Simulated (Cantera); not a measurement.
A perfectly stirred reactor is fed with CH4 : CO2 = 2.5 : 2.1 (molar parts), at 590000 Pa; it is held at 1750 K, and followed from long to short residence time.

Computed with Cantera and GRI-Mech 3.0 (53 species, 325 reactions).

Problem. Predict: x(CH4) at τ = 0.480 s; x(CO2) at τ = 0.480 s; x(C2H4) at τ = 0.480 s; x(CO) at τ = 0.480 s; x(CH4) at τ = 23.0 ms; x(CO2) at τ = 23.0 ms; x(C2H4) at τ = 23.0 ms; x(CO) at τ = 23.0 ms.

Solution. 
| Item | Result |
|---|---|
| x(CH4) at τ = 0.480 s | 0.0390 |
| x(CO2) at τ = 0.480 s | 0.0248 |
| x(C2H4) at τ = 0.480 s | 0.00438 |
| x(CO) at τ = 0.480 s | 0.393 |
| x(CH4) at τ = 23.0 ms | 0.0944 |
| x(CO2) at τ = 23.0 ms | 0.102 |
| x(C2H4) at τ = 23.0 ms | 0.00668 |
| x(CO) at τ = 23.0 ms | 0.252 |
